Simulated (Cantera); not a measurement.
A closed system holds: 1 mol B2H6, 1.9 mol NH3, 0.5 mol H2, equilibrated at 75.0 Torr.

These are equilibrium values from Cantera (NASA tables, ideal gas, pure condensed phases), not measurements of a reactor. Candidate condensed phases: B, BN; 15 gas species. The feed counts by its element totals alone. Mutual solubility and eutectic melting of coexisting phases are not modelled. The tables' values for BH2 are old estimates; treat these amounts as uncertain. Gases not in the tables: B2H6 and higher boranes. Kinetics and transport are ignored.

x: gas mole fraction; n: condensed amount in mol.

```
T (K)   x H2       x H      x N2     x BH2       x B    x BH3  n B(s)  n BN(s)
-----  -----  --------  --------  --------  --------  -------  ------  -------
898     1.00  3.46e-10    <1e-12  2.73e-10    <1e-12  1.32e-8  0.1000     1.90
998     1.00   6.80e-9    <1e-12   3.81e-9    <1e-12  4.71e-8  0.1000     1.90
1098    1.00   7.82e-8    <1e-12   3.26e-8    <1e-12  1.32e-7  0.1000     1.90
1198   1.000   6.01e-7  2.21e-12   1.95e-7    <1e-12  3.08e-7  0.1000     1.90
1298   1.000   3.39e-6  1.06e-10   8.78e-7    <1e-12  6.27e-7  0.1000     1.90
1398   1.000       ___       ___   3.18e-6    <1e-12      ___  0.1000     1.90
1498   1.000   5.43e-5   5.17e-8   9.68e-6  1.82e-11  1.92e-6  0.0999     1.90
1598   1.000  0.000168   6.34e-7   2.56e-5  2.99e-10  3.01e-6  0.0998     1.90
1698   0.999       ___       ___   6.01e-5       ___      ___  0.0997     1.90
1798   0.999   0.00111   4.10e-5  0.000128   3.15e-8  6.29e-6  0.0997     1.90
1898   0.997   0.00247  0.000236  0.000251   2.22e-7  8.53e-6   0.101     1.90
1998   0.993   0.00506   0.00114  0.000460   1.29e-6  1.12e-5   0.112     1.89
2098   0.985   0.00966   0.00474  0.000788   6.30e-6  1.41e-5   0.156     1.84
2198   0.964    0.0173    0.0173   0.00127   2.66e-5  1.71e-5   0.317     1.67
```

Complete the blanks.


- 1698, x H: 0.000457
- 1698, x N2: 5.77e-6
- 1698, x B: 3.53e-9
- 1698, x BH3: 4.46e-6
- 1398, x H: 1.50e-5
- 1398, x N2: 2.93e-9
- 1398, x BH3: 1.15e-6
